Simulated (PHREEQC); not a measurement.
Model water analysis in mg/L, 34 °C, pH 6.74, pe 1.9:

```
constituent           mg/L
------------------  ------
Na                    40.9
K                     3.35
Ca                    48.6
Mg                    19.4
Cl                     104
S(6) as SO4           35.5
Alkalinity as HCO3     142
Fe(2)                0.827
N(-3) as NH4          0.79
Si as SiO2          0.0549
```

Valence states are taken as typed.

Model: ion-association model, wateq4f.dat, run in PHREEQC.

This is a speciation only: nothing precipitates in the calculation.

Question: What charge-balance error does the model give?

Answer: charge-balance error -0.3 %.

Question: In which forms is Ca present?

Answer: Ca+2 95 %, CaSO4 2.9 %, CaHCO3+ 2.1 % of the Ca.

Species that the database lacks are ignored.
